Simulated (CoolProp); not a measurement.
Properties of sulfur hexafluoride along the isobar 4.13 MPa (Tc = 318.7 K, pc = 3.755 MPa, ω = 0.210).

The numbers come from the reference Helmholtz-energy equation of state, Guder 2009 in CoolProp.

```
T (K)          phase  cp (kJ/(kg K))  speed of sound (m/s)  expansivity (1/kK)  fugacity coefficient
-----  -------------  --------------  --------------------  ------------------  --------------------
251.6         liquid          0.9076                 454.5          (withheld)                0.1599
295.1         liquid           1.128                 261.7               6.272                0.4322
338.5  supercritical           1.249                 98.18               16.37            (withheld)
382    supercritical          0.9244            (withheld)               5.921            (withheld)
425.5  supercritical          0.9031                 145.6               3.964            (withheld)
468.9  supercritical          0.9119                 159.2               3.079                0.9162
512.4  supercritical          0.9265            (withheld)          (withheld)                0.9444
555.9  supercritical          0.9416                 180.6               2.207            (withheld)
```

Problem. Some entries are withheld; supply them.

Solution. 
- 251.6, expansivity (1/kK): 3.126
- 338.5, fugacity coefficient: 0.7105
- 382, speed of sound (m/s): 127.8
- 382, fugacity coefficient: 0.8132
- 425.5, fugacity coefficient: 0.8753
- 512.4, speed of sound (m/s): 170.6
- 512.4, expansivity (1/kK): 2.557
- 555.9, fugacity coefficient: 0.9643

The peak of cp marks the crossing from liquid-like to gas-like fluid above the critical point.
